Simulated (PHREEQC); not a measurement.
Dissolve 5.7 mmol/kgw MgCl2 at 84 °C. Closed to the air; pH follows from the charge balance.

Computed with PHREEQC (ion-association model, phreeqc.dat).

| quantity | before | after |
|---|---|---|
| pH | 5.94 | 5.19 |
| ionic strength (mol/kgw) | 0.0171 | 0.0170 |

**Question.** What was changed between the two runs?
A) MgCl2 from 0.0057 to 0.00057 mol/kgw
B) MgCl2 replaced by AlCl3 at the same molality
C) MgCl2 from 0.0057 to 0.057 mol/kgw
D) MgCl2 replaced by FeCl2 at the same molality
E) MgCl2 from 0.0057 to 0.00855 mol/kgw

**Answer.** D, MgCl2 replaced by FeCl2 at the same molality

No solid was allowed to form. Away from 25 °C the constants follow the database's enthalpies or fits; those with neither stay at their 25 °C values.
